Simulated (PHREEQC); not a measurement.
A solution holds 130 mmol/kgw ZnSO4, 40 mmol/kgw ZnCl2 and 9.7 mmol/kgw NaF, at 25 °C. Closed to the air; pH follows from the charge balance.

The numbers come from PHREEQC with the ion-association model, phreeqc.dat.

| quantity | before | after |
|---|---|---|
| pH | 5.57 | 5.22 |
| ionic strength (mol/kgw) | 0.362 | 0.331 |
| Cl- (mol/kgw) | 0.0750 | 0.0581 |
| ZnSO4 (mol/kgw) | 0.0515 | 0.0537 |
| SO4-2 (mol/kgw) | 0.0447 | 0.0486 |
| SI of Halite (NaCl) | -5.04 | -5.23 |

**Question.** Which change was made?
(A) 0.029 mol/kgw Zn(NO3)2 added
(B) ZnCl2 from 0.04 to 0.4 mol/kgw
(C) temperature from 25 to 80 °C
(D) 0.0026 mol/kgw Na2SO4 added
(E) 0.0064 mol/kgw Mn(NO3)2 added

**Answer.** C, temperature from 25 to 80 °C

Precipitation was switched off in this run. Constants without temperature data keep their 25 °C values here.
